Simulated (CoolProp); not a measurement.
Methane at 293.15 K and 1.16 MPa is throttled through a valve to 0.189 MPa with no heat exchange. Each further row changes one setting.

Values from CoolProp's reference Helmholtz-energy equation of state, Setzmann 1991.

```csv
case,temperature change (K),final density (kg/m³)
as stated,-4.4,1.27
outlet pressure 0.0567 MPa,-5.1,___
outlet pressure 0.246 MPa,___,___
```

Task: Fill in the missing entries.

Result: 
- outlet pressure 0.0567 MPa, final density (kg/m³): 0.380
- outlet pressure 0.246 MPa, temperature change (K): -4.2
- outlet pressure 0.246 MPa, final density (kg/m³): 1.65
